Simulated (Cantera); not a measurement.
Charge: 1 mol NF₃, 1.7 mol H₂, 0.05 mol O₂, equilibrated at 1023.15 K and 1.00 mbar.

Cantera equilibrium calculation (NASA polynomials, part measured and part estimated; ideal gas, pure solids and liquids). Candidate condensed phases: H₂O; 40 gas species. The numbers say what is thermodynamically allowed, not how fast it happens.

Base state: HF 0.811, N₂ 0.135, H₂ 0.0270, H₂O 0.0270 (mole fractions); condensed: gas only.

### Question
What changes in the equilibrium state with this change: NF₃ replaced by HCl?

### Answer
```json
[
 {"species": "H₂", "before": "0.0270", "after": "0.593"},
 {"species": "HCl", "before": "0", "after": "0.370"},
 {"species": "H₂O", "before": "0.0270", "after": "0.0370"},
 {"species": "HF", "before": "0.811", "after": "0"},
 {"species": "N₂", "before": "0.135", "after": "0"}
]
```
